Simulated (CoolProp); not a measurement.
R152A along the isotherm 226.85 °C: fugacity coefficient from the reference equation and from simpler models built on Tc = 113.3 °C, pc = 4.517 MPa, ω = 0.275; each cubic takes its own stable root.

Model: reference Helmholtz-energy equation of state, Outcalt 1996, in CoolProp. It is a modified Benedict-Webb-Rubin equation, recast in Helmholtz form.

```json
[
 {"p (MPa)": "0.0714", "phase": "gas", "reference": "0.9977", "van der Waals": "0.9975", "Soave-Redlich-Kwong": "0.9980"},
 {"p (MPa)": "0.115", "phase": "gas", "reference": "0.9964", "van der Waals": "0.9960", "Soave-Redlich-Kwong": "0.9967"},
 {"p (MPa)": "0.186", "phase": "gas", "reference": "0.9941", "van der Waals": "0.9936", "Soave-Redlich-Kwong": "0.9947"},
 {"p (MPa)": "0.301", "phase": "gas", "reference": "0.9905", "van der Waals": "0.9897", "Soave-Redlich-Kwong": "0.9914"},
 {"p (MPa)": "0.487", "phase": "gas", "reference": "0.9847", "van der Waals": "0.9833", "Soave-Redlich-Kwong": "0.9862"},
 {"p (MPa)": "0.786", "phase": "gas", "reference": "0.9753", "van der Waals": "(withheld)", "Soave-Redlich-Kwong": "(withheld)"},
 {"p (MPa)": "1.27", "phase": "gas", "reference": "0.9604", "van der Waals": "0.9567", "Soave-Redlich-Kwong": "(withheld)"},
 {"p (MPa)": "2.05", "phase": "gas", "reference": "0.9367", "van der Waals": "(withheld)", "Soave-Redlich-Kwong": "(withheld)"},
 {"p (MPa)": "3.31", "phase": "gas", "reference": "0.8995", "van der Waals": "0.8886", "Soave-Redlich-Kwong": "0.9103"},
 {"p (MPa)": "5.36", "phase": "supercritical", "reference": "0.8420", "van der Waals": "(withheld)", "Soave-Redlich-Kwong": "0.8599"},
 {"p (MPa)": "8.65", "phase": "supercritical", "reference": "0.7584", "van der Waals": "0.7213", "Soave-Redlich-Kwong": "0.7886"},
 {"p (MPa)": "14", "phase": "supercritical", "reference": "0.6506", "van der Waals": "(withheld)", "Soave-Redlich-Kwong": "0.7022"},
 {"p (MPa)": "22.6", "phase": "supercritical", "reference": "0.5522", "van der Waals": "0.5327", "Soave-Redlich-Kwong": "0.6316"}
]
```

### Question
Complete the blanks.

### Answer

- 0.786, van der Waals: 0.9731
- 0.786, Soave-Redlich-Kwong: 0.9778
- 1.27, Soave-Redlich-Kwong: 0.9644
- 2.05, van der Waals: 0.9304
- 2.05, Soave-Redlich-Kwong: 0.9433
- 5.36, van der Waals: 0.8220
- 14, van der Waals: 0.6045
